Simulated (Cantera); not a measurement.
Feed: 1 mol SiH₄, 48 mol N₂, equilibrated at 1523.15 K and 1.80 bar.

These are equilibrium values from Cantera (NASA tables, ideal gas, pure condensed phases), not measurements of a reactor. Candidate condensed phases: Si, Si₃N₄; 18 gas species. Kinetics and transport are ignored.

Base state: N₂ 0.959, H₂ 0.0405 (mole fractions); condensed: Si₃N₄(s).

### Question
What changes in the equilibrium state with this change: SiH₄ replaced by Si₃H₈?

### Answer
| species | before | after |
|---|---|---|
| N₂ | 0.959 | 0.920 |
| H₂ | 0.0405 | 0.0800 |
| Si₃N₄(s), mol | 0.333 | 1.00 |
The feed counts by its element totals alone.
